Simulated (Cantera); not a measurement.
Cantera run:

```python
import numpy as np
import cantera as ct

gas_names = """
    B BH BH2 BH3 BN BO BO2 B2 B2O B2O2 B2O3 B3O3H3 H HBO HBO2 HNO HNO2 HNO3 HO2 H2 H2O H2O2 H3B3O6 N NH
    NH2 NH3 NH2OH NO NO2 NO3 N2 N2H2 N2H4 N2O O OH O2 O3
""".split()
cond_names = """
    B(b) B(L) BN(s) B2O3(L) B3O3H3(cr) H2O(s) H2O(L)
""".split()


# ... load() reads the species with a 1 bar reference pressure and builds the phases ...
atoms = {
    'B2O3': {'B': 2, 'O': 3},
    'NH3': {'N': 1, 'H': 3},
}
top_T = {'BN(s)': 3200}  # K; cautious upper limits of use, not melting points


# ... equilibrate(T, P, feed) seeds the gas with the atoms and calls Mixture.equilibrate('TP', solver="vcs", rtol=1e-11, max_steps=5000) ...
results = []
feed = {'B2O3': 1, 'NH3': 0.16}  # mol
T = 2273  # K
P = 100000  # Pa
mix = equilibrate(T, P, feed)
results.append((T, P, feed, dict(zip(mix.species_names, mix.species_moles))))
x = sorted(zip(gas.X, gas.species_names), reverse=True)
print(f"T = {T:g} K  P = {P:g} Pa  gas = {mix.phase_moles(0):.4g} mol")
print("   x: " + "  ".join(f"{s} {v:.3e}" for v, s in x if v > 0.0001))
print("   condensed (mol): " + ("  ".join(f"{mix.phase(i).name} {mix.phase_moles(i):.4g}"
      for i in range(1, mix.n_phases) if mix.phase_moles(i) > 1e-12) or "none"))
```

It prints:

```
T = 2273 K  P = 100000 Pa  gas = 1.128 mol
   x: B2O3 5.799e-01  HBO2 1.235e-01  H2 1.217e-01  N2 7.093e-02  HBO 4.772e-02  B2O2 3.561e-02  BO 1.316e-02  H2O 4.024e-03  H 2.930e-03  BO2 5.554e-04
   condensed (mol): B2O3(L) 0.2015
```

Equilibrium computed with Cantera from the NASA thermochemical tables; the gas is ideal and each condensed phase is pure.
